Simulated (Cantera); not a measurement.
Feed: 1 mol Al(CH₃)₃, 0.54 mol H₂O, 29 mol N₂, equilibrated at 20.0 Pa.

Equilibrium computed with Cantera from the NASA thermochemical tables; the gas is ideal and each condensed phase is pure. Candidate condensed phases: Al, AlN, Al₂O₃, C, C₆H₆, C₇H₈, C₈H₁₈, H₂O; 148 gas species. The feed counts by its element totals alone. The numbers say what is thermodynamically allowed, not how fast it happens.

**Question.** At 1375 K, list the 5 most abundant gas species with their mole fractions, and the condensed phases.

**Answer.** N₂ 0.836, H₂ 0.148, CO 0.0158, HCN 0.000142, H 9.31e-5. Condensed: AlN(s) + C(graphite).
